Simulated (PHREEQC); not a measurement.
Consider water at 77 °C with 0.27 mol/kgw ZnCl2 and 0.44 mol/kgw CaCl2. Closed to the air; pH follows from the charge balance.

Model: ion-association model, wateq4f.dat, run in PHREEQC.

**Question.** The ionic strength comes out as 1.60 mol/kgw. What activity coefficients do Cl-, H+, ZnOH+, ZnCl3-, ZnCl4-2 get?

**Answer.** Cl- 0.54, H+ 0.71, ZnOH+ 0.90, ZnCl3- 0.54, ZnCl4-2 0.12.

Precipitation was switched off in this run. The ionic strength is past about 0.7 mol/kgw, beyond the range of this activity model, so the values are rough. Complexes and solids missing from the database can't appear. At this temperature some constants are extrapolated from 25 °C, and those without enthalpy data are left unchanged.
